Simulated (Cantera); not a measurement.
Charge: 1 mol C2H5OH, 0.72 mol NH3, 22 mol N2, at 2400 °C.

Equilibrium computed with Cantera from the NASA thermochemical tables; the gas is ideal and each condensed phase is pure. Candidate condensed phases: C, C6H6, C7H8, C8H18, H2O; 136 gas species. The ideal-gas law is rough above about 30 bar. Rates play no part.

x: gas mole fraction; nothing condenses.

```tsv
P (Pa)	x N2	x H	x H2	x CO	x HCN	x CN	x C
10	0.693	0.249	0.00236	0.0313	0.00160	0.0123	0.00575
100	0.710	0.216	0.0177	0.0322	0.00954	0.00844	0.00123
1000	0.747	0.127	0.0613	0.0340	0.0222	0.00333	0.000150
10000	0.777	[?]	[?]	0.0355	0.0266	[?]	[?]
100000	0.791	0.0178	0.121	0.0361	0.0278	0.000298	1.30e-6
1000000	0.796	[?]	0.127	0.0363	0.0282	[?]	[?]
10000000	0.798	0.00184	0.129	0.0364	0.0281	2.91e-5	1.27e-8
```

Fill in the missing entries.


- 10000, x H: 0.0517
- 10000, x H2: 0.102
- 10000, x CN: 0.000982
- 10000, x C: 1.37e-5
- 1000000, x H: 0.00578
- 1000000, x CN: 9.29e-5
- 1000000, x C: 1.28e-7
